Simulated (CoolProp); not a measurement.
Vapour-liquid equilibrium of fluoroethane (R161) (1) + R227EA (2) at 34.35 °C; x and y are mole fractions of (1).

Model: multi-fluid Helmholtz-energy mixture model, Wu 2012 and Lemmon 2016; pair parameters Bell 2016, in CoolProp.

| x | bubble pressure, mixture model (kPa) | bubble pressure, Raoult's law (kPa) | y, mixture model | y, Raoult's law |
|---|---|---|---|---|
| 0.05 | [?] | 628.8 | 0.055 | 0.094 |
| 0.15 | 619.2 | 687.2 | [?] | 0.258 |
| 0.25 | 651.3 | 745.6 | 0.325 | 0.397 |
| 0.35 | 698.1 | 804.0 | 0.464 | 0.515 |
| 0.45 | 757.2 | 862.4 | 0.589 | 0.618 |
| 0.55 | 825.6 | 920.8 | 0.697 | 0.707 |
| 0.65 | [?] | 979.2 | 0.787 | 0.786 |
| 0.75 | 978.9 | 1038 | 0.862 | 0.856 |
| 0.85 | 1060 | 1096 | [?] | 0.918 |
| 0.95 | 1142 | 1154 | 0.976 | 0.974 |

Fill in the missing entries.


- 0.05, bubble pressure, mixture model (kPa): 602.5
- 0.15, y, mixture model: 0.184
- 0.65, bubble pressure, mixture model (kPa): 900.3
- 0.85, y, mixture model: 0.924

The largest gap from Raoult's law is -13.2 % in bubble pressure, at x = 0.35. No azeotrope shows between x = 0.05 and 0.95.

The pair parameters rest on a limited set of measurements; away from them the model extrapolates.
